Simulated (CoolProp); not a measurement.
Computed with CoolProp (reference Helmholtz-energy equation of state, Lemmon 2006). It is a short technical equation, of lower accuracy than the large ones.

Task: For nitrous oxide, give the phase and the density (kg/m³), Joule-Thomson coefficient (K/MPa), expansivity (1/kK), fugacity coefficient at 54.95 °C and 9.21 MPa; 124.15 °C and 9.21 MPa; 170.25 °C and 9.21 MPa.

Result: 
- 54.95 °C and 9.21 MPa: supercritical; density 324, Joule-Thomson coefficient 6.79, expansivity 35.5, fugacity coefficient 0.653
- 124.15 °C and 9.21 MPa: supercritical; density 153, Joule-Thomson coefficient 5.11, expansivity 5.19, fugacity coefficient 0.822
- 170.25 °C and 9.21 MPa: supercritical; density 125, Joule-Thomson coefficient 3.95, expansivity 3.64, fugacity coefficient 0.881
